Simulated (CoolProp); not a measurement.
The numbers come from the reference Helmholtz-energy equation of state, McLinden 2020 in CoolProp.

**Question.** Give the vapour pressure (bar), liquid density (kg/m³), vapour density (kg/m³), enthalpy of vaporisation (kJ/kg) of saturated R1336mzz(Z) at 52.45 °C.

**Answer.** 
```tsv
T (°C)	p (bar)	liquid density (kg/m³)	vapour density (kg/m³)	enthalpy of vaporisation (kJ/kg)
52.45	1.94	1290	12.8	155
```
